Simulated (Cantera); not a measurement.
A closed system holds: 1 mol Cu2O, 4 mol C, 18 mol N2, equilibrated at 0.0440 bar.

Method: chemical equilibrium by Gibbs-energy minimisation in Cantera with the NASA 1993 tables (ideal gas, pure condensed phases). Candidate condensed phases: C, Cu, CuO, Cu2O; 27 gas species. The numbers say what is thermodynamically allowed, not how fast it happens.

x: gas mole fraction; n: condensed amount in mol.

```csv
T (K),x N2,x Cu,x CO,x Cu2,n C(graphite),n Cu(s),n Cu(l)
1150,0.947,6.57e-8,0.0526,___,3.00,2.00,0
1225,0.947,5.50e-7,0.0526,___,3.00,2.00,0
1300,0.947,3.59e-6,0.0526,___,3.00,2.00,0
1375,0.947,1.87e-5,0.0526,___,3.00,0,2.00
1450,0.947,7.82e-5,0.0526,___,3.00,0,2.00
1525,0.947,0.000283,0.0526,___,3.00,0,1.99
1600,0.947,0.000904,0.0526,___,3.00,0,1.98
1675,0.945,0.00259,0.0525,___,3.00,0,1.95
1750,0.941,0.00679,0.0523,___,3.00,0,1.87
1825,0.932,0.0164,0.0518,___,3.00,0,1.68
1900,0.912,0.0367,0.0507,___,3.00,0,1.27
1975,0.874,0.0773,0.0485,___,3.00,0,0.395
```

Task: Complete the blanks.

Result: 
- 1150, x Cu2: 1.02e-12
- 1225, x Cu2: 2.07e-11
- 1300, x Cu2: 2.94e-10
- 1375, x Cu2: 3.01e-9
- 1450, x Cu2: 2.19e-8
- 1525, x Cu2: 1.30e-7
- 1600, x Cu2: 6.47e-7
- 1675, x Cu2: 2.77e-6
- 1750, x Cu2: 1.04e-5
- 1825, x Cu2: 3.49e-5
- 1900, x Cu2: 0.000106
- 1975, x Cu2: 0.000293
